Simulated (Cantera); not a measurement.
Feed: 1 mol B2O3, a varied amount of F2, 1.9 mol N2, held at 1375 K and 2.00 Pa.

Cantera equilibrium calculation (NASA polynomials, part measured and part estimated; ideal gas, pure solids and liquids). Candidate condensed phases: B, BN, B2O3; 31 gas species. Rates play no part.

x: gas mole fraction; nothing condenses.

```tsv
n(F2) (mol)	x F	x N2	x BOF	x BF3	x O2	x NO	x O
1.3	7.79e-6	0.417	0.374	0.0659	0.143	0.000377	5.38e-5
1.5	1.10e-5	0.408	0.323	0.108	0.161	0.000396	5.71e-5
1.7	1.44e-5	0.400	0.274	0.147	0.179	0.000413	6.02e-5
2	2.03e-5	0.388	0.204	0.204	0.204	0.000434	6.43e-5
2.4	3.21e-5	0.372	0.118	0.274	0.235	0.000457	6.90e-5
2.8	6.49e-5	0.358	0.0378	0.340	0.264	0.000475	7.31e-5
3.3	0.1000	0.316	1.52e-8	0.333	0.250	0.000434	7.11e-5
3.9	0.250	0.264	1.85e-9	0.278	0.208	0.000362	6.49e-5
4.5	0.357	0.226	7.19e-10	0.238	0.178	0.000310	6.01e-5
5.3	0.460	0.190	3.34e-10	0.200	0.150	0.000260	___
6.3	0.550	0.158	1.77e-10	0.167	0.125	0.000217	___
7.4	0.620	0.134	1.09e-10	0.141	0.106	0.000183	___
```

**Question.** Fill in the missing entries.

**Answer.** 
- 5.3, x O: 5.51e-5
- 6.3, x O: 5.03e-5
- 7.4, x O: 4.62e-5
